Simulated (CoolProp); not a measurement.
The numbers come from the reference Helmholtz-energy equation of state, Gedanitz 2015 in CoolProp.

Task: Give the vapour pressure (MPa), liquid density (kg/m³), vapour density (kg/m³), liquid cp (kJ/(kg K)) of saturated cyclopentane at 384.8, 402.5, 438 K.

Result: 
```csv
T (K),p (MPa),liquid density (kg/m³),vapour density (kg/m³),liquid cp (kJ/(kg K))
384.8,0.544,645,13.5,2.29
402.5,0.790,623,19.5,2.41
438,1.52,571,38.5,2.69
```
